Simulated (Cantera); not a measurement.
A closed system holds: 1 mol C₃H₆, 0.041 mol O₂, 2.4 mol N₂, at 1223.15 K and 3380 Torr.

Cantera equilibrium calculation (NASA polynomials, part measured and part estimated; ideal gas, pure solids and liquids). Candidate condensed phases: C, C₆H₆, C₇H₈, C₈H₁₈, H₂O; 136 gas species. Kinetics and transport are ignored.

Base state: H₂ 0.523, N₂ 0.445, CH₄ 0.0164, CO 0.0145, H₂O 0.000685, NH₃ 0.000195, HCN 4.62e-5, CO₂ 1.30e-5 (mole fractions); condensed: C(graphite).

Q: What changes in the equilibrium state with this change: temperature from 1223.15 K to 2875 K?

A: 
```json
[
 {"species": "H₂", "before": "0.523", "after": "0.461"},
 {"species": "N₂", "before": "0.445", "after": "0.390"},
 {"species": "HCN", "before": "4.62e-5", "after": "0.0677"},
 {"species": "H", "before": "1.03e-7", "after": "0.0339"},
 {"species": "C₂H₂ (acetylene)", "before": "8.21e-8", "after": "0.0196"},
 {"species": "HNC", "before": "2.59e-7", "after": "0.0115"},
 {"species": "CH₄", "before": "0.0164", "after": "8.56e-5"},
 {"species": "CO", "before": "0.0145", "after": "0.0147"},
 {"species": "CN", "before": "<1e-9", "after": "0.000453"},
 {"species": "C₄H₂", "before": "<1e-9", "after": "0.000348"},
 {"species": "C(graphite), mol", "before": "2.83", "after": "2.24"}
]
```

Q: What changes in the equilibrium state with this change: N₂ from 2.4 to 0.99 mol?

A: 
```json
[
 {"species": "H₂", "before": "0.523", "after": "0.699"},
 {"species": "N₂", "before": "0.445", "after": "0.250"},
 {"species": "CH₄", "before": "0.0164", "after": "0.0293"},
 {"species": "CO", "before": "0.0145", "after": "0.0195"},
 {"species": "CO₂", "before": "1.30e-5", "after": "2.34e-5"},
 {"species": "H₂O", "before": "0.000685", "after": "0.00123"},
 {"species": "NH₃", "before": "0.000195", "after": "0.000226"},
 {"species": "C(graphite), mol", "before": "2.83", "after": "2.81"}
]
```
